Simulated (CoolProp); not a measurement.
Values from CoolProp's reference Helmholtz-energy equation of state, Lemmon 2006. It is a short technical equation, of lower accuracy than the large ones.

Question: For C3F8 (R218), give the phase and the cv (kJ/(kg K)), viscosity (µPa s) at 20.85 °C and 2.7 MPa; 59.75 °C and 2.7 MPa; 98.75 °C and 2.7 MPa.

Answer: 
- 20.85 °C and 2.7 MPa: liquid; cv 0.785, viscosity 193
- 59.75 °C and 2.7 MPa: liquid; cv 0.863, viscosity 97.1
- 98.75 °C and 2.7 MPa: supercritical; cv 0.902, viscosity 19.7

Viscosity comes from a separate model (Huber 2003), an estimate that may be off by 10 % or more.
